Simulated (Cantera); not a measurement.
A closed system holds: 1 mol B2O3, 0.63 mol N2, equilibrated at 873 K and 800 Pa.

Method: chemical equilibrium by Gibbs-energy minimisation in Cantera with the NASA 1993 tables (ideal gas, pure condensed phases). Candidate condensed phases: B, BN, B2O3; 17 gas species. Rates play no part.

Q: What is the equilibrium state?

A: 
| Item | Result |
|---|---|
| x(N2) | 1.00 |
| n(B2O3(l)) | 1.00 mol |
| gas amount | 0.6300 mol |
| log10 activity of B(s) (absent) | -9.36 |
